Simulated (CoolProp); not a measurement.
Vapour-liquid equilibrium of hexamethyldisiloxane (MM) (1) + toluene (2) at 0.268 MPa; x and y are mole fractions of (1).

Model: multi-fluid Helmholtz-energy mixture model, Thol 2016 and Lemmon 2006; pair parameters Bell 2016, in CoolProp.

```tsv
x	bubble temperature, mixture model (°C)	bubble temperature, Raoult's law (°C)	y, mixture model	y, Raoult's law
0.05	147.8	148.2	0.070	0.063
0.125	146.3	147.3	0.168	0.154
0.2	144.9	146.5	0.259	0.242
0.275	___	145.6	___	0.327
0.35	142.7	144.8	0.418	0.408
0.425	___	143.9	0.491	0.486
0.5	140.9	143.1	0.559	0.562
0.575	140.1	142.3	0.625	0.634
0.65	___	141.5	0.689	0.704
0.725	139.0	140.8	0.752	0.772
0.8	___	140.0	0.817	0.837
0.875	___	139.3	___	0.900
0.95	___	138.5	0.952	0.961
```

**Question.** Fill in the missing entries.

**Answer.** 
- 0.275, bubble temperature, mixture model (°C): 143.7
- 0.275, y, mixture model: 0.342
- 0.425, bubble temperature, mixture model (°C): 141.7
- 0.65, bubble temperature, mixture model (°C): 139.5
- 0.8, bubble temperature, mixture model (°C): 138.6
- 0.875, bubble temperature, mixture model (°C): 138.3
- 0.875, y, mixture model: 0.883
- 0.95, bubble temperature, mixture model (°C): 138.1

The largest gap from Raoult's law is -2.2 K in bubble temperature, at x = 0.5. No azeotrope shows between x = 0.05 and 0.95.

Pair parameters are fitted to limited data, so mixtures are less certain than the pure fluids.
